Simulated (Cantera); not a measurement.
Input: 1 mol AlN, 0.25 mol H₂O, 6.8 mol H₂, at 0.100 bar.

Method: chemical equilibrium by Gibbs-energy minimisation in Cantera with the NASA 1993 tables (ideal gas, pure condensed phases). Candidate condensed phases: Al, AlN, Al₂O₃, H₂O; 35 gas species. Mutual solubility and eutectic melting of coexisting phases are not modelled. Rates play no part. All values below are at 1075 K.

Base state: H₂ 0.988, N₂ 0.0117 (mole fractions); condensed: AlN(s) + Al₂O₃(s).

What changes in the equilibrium state with this change: H₂O from 0.25 to 4.6 mol?


| species | before | after |
|---|---|---|
| H₂ | 0.988 | 0.697 |
| H₂O | 1.27e-7 | 0.261 |
| N₂ | 0.0117 | 0.0420 |
| AlN(s), mol | 0.833 | 0 |
| Al₂O₃(s), mol | 0.0833 | 0.500 |
